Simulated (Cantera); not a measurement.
Input (Python, Cantera) and output of one run.

```python
import numpy as np
import cantera as ct

gas_names = """
    C CO COS CO2 CS CS2 C2 C2O C3 C3O2 C4 C5 Fe FeC5O5 FeO O O2 O3 S SO SO2 SO3 S2 S2O S8
""".split()
cond_names = """
    C(gr) Fe(a) Fe(c) Fe(d) Fe(L) FeC5O5(L) FeO(s) FeO(L) FeS(a) FeS(b) FeS(c) FeS(L) FeSO4(s) FeS2(s)
    Fe2O3(s) Fe2S3O12(s) Fe3O4(s) S(cr1) S(cr2) S(L)
""".split()


# ... load() reads the species with a 1 bar reference pressure and builds the phases ...
atoms = {
    'FeS': {'Fe': 1, 'S': 1},
    'SO2': {'S': 1, 'O': 2},
    'CO2': {'C': 1, 'O': 2},
    'O2': {'O': 2},
}
top_T = {'C(gr)': 4500, 'FeSO4(s)': 950, 'FeS2(s)': 1010, 'Fe2O3(s)': 1830, 'Fe2S3O12(s)': 1100, 'Fe3O4(s)': 1870}  # K; cautious upper limits of use, not melting points


# ... equilibrate(T, P, feed) seeds the gas with the atoms and calls Mixture.equilibrate('TP', solver="vcs", rtol=1e-11, max_steps=5000) ...
results = []
T = 798  # K
P = 1333.22  # Pa
for m in [0.45, 0.56, 0.69, 0.86, 1.1, 1.3, 1.7, 2.1, 2.6, 3.2, 4, 4.9, 6.1]:
    feed = {'FeS': 1, 'SO2': 1.5, 'CO2': m, 'O2': 1.5}  # mol
    mix = equilibrate(T, P, feed)
    results.append((T, P, feed, dict(zip(mix.species_names, mix.species_moles))))

top = {s: max(r[3][s] / sum(r[3][g] for g in gas_names) for r in results) for s in gas_names}
cols = sorted((s for s in top if top[s] > 1e-06), key=lambda s: -top[s])[:9]
seen = [c for c in cond_names if any(r[3].get(c, 0) > 1e-12 for r in results)]
print("log10 of partial pressures in bar; condensed amounts in mol")
print(f"{'n(CO2)':>10s}" + "".join(f"{s[:9]:>10s}" for s in cols + seen))
for T, P, feed, n in results:
    ng = sum(n[g] for g in gas_names)
    print(f"{feed['CO2']:10.4g}" + "".join(f"{np.log10(max(n[s] / ng * P / 1e5, 1e-99)):10.3f}" for s in cols)
          + "".join(f"{n.get(c, 0):10.4g}" for c in seen))
```

Output:

```
log10 of partial pressures in bar; condensed amounts in mol
    n(CO2)       SO2       CO2        S2       S2O        CO       COS        SO    FeS(c)   FeS2(s)  Fe3O4(s)
      0.45    -1.956    -2.675    -3.822    -5.027    -6.681    -6.759    -7.723         0   0.03724    0.3209
      0.56    -1.973    -2.597    -3.830    -5.041    -6.597    -6.679    -7.733         0   0.03676    0.3211
      0.69    -1.992    -2.525    -3.839    -5.058    -6.518    -6.605    -7.745         0   0.03621    0.3213
      0.86    -2.015    -2.453    -3.851    -5.078    -6.437    -6.529    -7.760         0   0.03551    0.3215
       1.1    -2.046    -2.377    -3.867    -5.106    -6.349    -6.450    -7.779         0   0.03455    0.3218
       1.3    -2.071    -2.329    -3.879    -5.127    -6.292    -6.398    -7.794         0   0.03377    0.3221
       1.7    -2.116    -2.257    -3.901    -5.166    -6.203    -6.321    -7.823         0   0.03228    0.3226
       2.1    -2.156    -2.206    -3.922    -5.202    -6.137    -6.265    -7.848         0   0.03086     0.323
       2.6    -2.202    -2.159    -3.945    -5.242    -6.072    -6.212    -7.877         0   0.02917    0.3236
       3.2    -2.252    -2.118    -3.969    -5.286    -6.013    -6.165    -7.908         0   0.02725    0.3243
         4    -2.310    -2.079    -3.999    -5.337    -5.952    -6.119    -7.944         0   0.02483    0.3251
       4.9    -2.368    -2.048    -4.027    -5.387    -5.900    -6.081    -7.980         0   0.02228    0.3259
       6.1    -2.433    -2.020    -4.065    -5.448    -5.848    -6.048    -8.022   0.03124         0    0.3229
```

These are equilibrium values from Cantera (NASA tables, ideal gas, pure condensed phases), not measurements of a reactor. FeS: taken at fixed stoichiometry. Gases not in the tables: S3 to S7.
